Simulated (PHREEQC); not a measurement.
# Metal-bearing waste water

Make-up at 75 °C: 0.098 mol ZnSO4, 0.0029 mol CuCl2 and 0.00016 mol HCl per kg of water. Closed to the air; pH follows from the charge balance.

All values are PHREEQC results (ion-association model, wateq4f.dat), not measurements.

```json
{
 "pH": "4.52",
 "ionic_strength": "0.189 mol/kgw",
 "total_alkalinity": "-0.160 meq/kg"
}
```

```json
[
 {"species": "Zn+2", "molality": "0.0459", "activity": "0.0138", "log γ": "-0.522"},
 {"species": "ZnSO4", "molality": "0.0420", "activity": "0.0438", "log γ": "0.019"},
 {"species": "SO4-2", "molality": "0.0366", "activity": "0.00976", "log γ": "-0.574"},
 {"species": "Zn(SO4)2-2", "molality": "0.00901", "activity": "0.00250", "log γ": "-0.556"},
 {"species": "Cl-", "molality": "0.00475", "activity": "0.00329", "log γ": "-0.159"},
 {"species": "Cu+2", "molality": "0.00161", "activity": "0.000483", "log γ": "-0.522"}
]
```

This is a speciation only: nothing precipitates in the calculation. Species that the database lacks are ignored. Away from 25 °C the constants follow the database's enthalpies or fits; those with neither stay at their 25 °C values.
